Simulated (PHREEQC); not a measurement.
A solution holds 0.014 mol/kgw HBr, 0.00028 mol/kgw NiCl2 and 0.013 mol/kgw KCl, at 25 °C. Closed to the air; pH follows from the charge balance.

Computed with PHREEQC (ion-association model, wateq4f.dat).

Problem. The ionic strength comes out as 0.0278 mol/kgw. What activity coefficients do Cl-, H+, K+, Ni+2, Br- get?

Solution. Cl- 0.85, H+ 0.88, K+ 0.85, Ni+2 0.53, Br- 0.85.

This is a speciation only: nothing precipitates in the calculation.
